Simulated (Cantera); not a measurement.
Charge: 1 mol Fe, 0.1 mol HCl, at 548 Torr.

Equilibrium computed with Cantera from the NASA thermochemical tables; the gas is ideal and each condensed phase is pure. Candidate condensed phases: Fe, FeCl2, FeCl3; 11 gas species. Mutual solubility and eutectic melting of coexisting phases are not modelled. The numbers say what is thermodynamically allowed, not how fast it happens.

Problem. Which condensed phases are stable at each of these points (T (°C)): 777, 802, 827, 852, 877, 902, 927, 952, 977, 1002, 1027?

Solution. 
| T (°C) | condensed phases | Fe condensed (%) |
|---|---|---|
| 777 | Fe(α) + FeCl2(l) | 99.4 |
| 802 | Fe(α) + FeCl2(l) | 99.0 |
| 827 | Fe(α) + FeCl2(l) | 98.5 |
| 852 | Fe(α) + FeCl2(l) | 97.7 |
| 877 | Fe(α) | 97.1 |
| 902 | Fe(α) | 97.1 |
| 927 | Fe(γ) | 97.1 |
| 952 | Fe(γ) | 97.1 |
| 977 | Fe(γ) | 97.1 |
| 1002 | Fe(γ) | 97.1 |
| 1027 | Fe(γ) | 97.0 |

From 777 °C to 852 °C the condensed part is Fe(α) + FeCl2(l). From 877 °C to 902 °C the condensed part is Fe(α). From 927 °C to 1027 °C the condensed part is Fe(γ).
